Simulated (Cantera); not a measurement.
Input: 1 mol Si, 0.82 mol CO2, 33 mol CO, at 1698.15 K and 1330 Pa.

These are equilibrium values from Cantera (NASA tables, ideal gas, pure condensed phases), not measurements of a reactor. Equilibrium is a limit: real reactors are often held back by kinetics, nucleation or transport.

| species | before | after |
|---|---|---|
| CO | 0.974 | 0.984 |
| SiO | 0.0263 | 0.0156 |
| SiC(s), mol | 0.0900 | 0.485 |
Gas species are given as mole fractions.

Task: What was changed between the two runs?
A) CO2 from 0.82 to 7.6 mol
B) CO2 from 0.82 to 0.031 mol
C) temperature from 1698.15 K to 1250 K
D) temperature from 1698.15 K to 1000 K

Result: B, CO2 from 0.82 to 0.031 mol
